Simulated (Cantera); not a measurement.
An isothermal, constant-pressure homogeneous reactor starts with CH₄ : H₂ = 1 : 1 (molar parts), at 1500 K and 1.00 bar.

Model: GRI-Mech 3.0 (53 species, 325 reactions), integrated in Cantera. GRI-Mech 3.0 stops at C3 and has no aromatics, soot or wall deposition, so with more carbon than oxygen in the feed, carbon stays in small species such as C2H2 where larger ones or solid carbon would form.

x: mole fraction; the columns are a selection and need not sum to one.

```
t (s)     x CH₄   x H₂      x H    x C₂H₆    x C₂H₄     x CH₂     x CH₃
--------  -----  -----  -------  --------  --------  --------  --------
3.00e-6   0.500  0.500  1.07e-7  5.90e-11  3.35e-12    <1e-12   1.62e-6
1.82e-5   0.500  0.500  5.16e-7         ?   1.38e-9  7.64e-12   9.89e-6
0.000110  0.500  0.500  2.71e-6         ?   3.18e-7  2.37e-10   5.42e-5
0.000667  0.500  0.500  5.71e-6         ?   2.50e-5   1.06e-9  0.000115
0.00404   0.497  0.501  7.31e-6  0.000342  0.000593   1.71e-9  0.000146
0.0245    0.484  0.510  7.62e-6  0.000351   0.00323   1.74e-9  0.000145
0.148     0.410  0.559  8.56e-6         ?   0.00648   1.56e-9  0.000127
0.899     0.223  0.682  1.24e-5         ?    0.0157   1.22e-9   8.20e-5
5.45      0.161  0.722  1.51e-5  0.000122    0.0196   1.18e-9   6.81e-5
33.0      0.161  0.722  1.51e-5  0.000122    0.0196   1.18e-9   6.81e-5
200       0.161  0.722  1.51e-5  0.000122    0.0196   1.18e-9   6.81e-5
```

Q: What belongs in the gaps?

A: 
- 1.82e-5, x C₂H₆: 1.37e-8
- 0.000110, x C₂H₆: 2.64e-6
- 0.000667, x C₂H₆: 9.86e-5
- 0.148, x C₂H₆: 0.000267
- 0.899, x C₂H₆: 0.000138
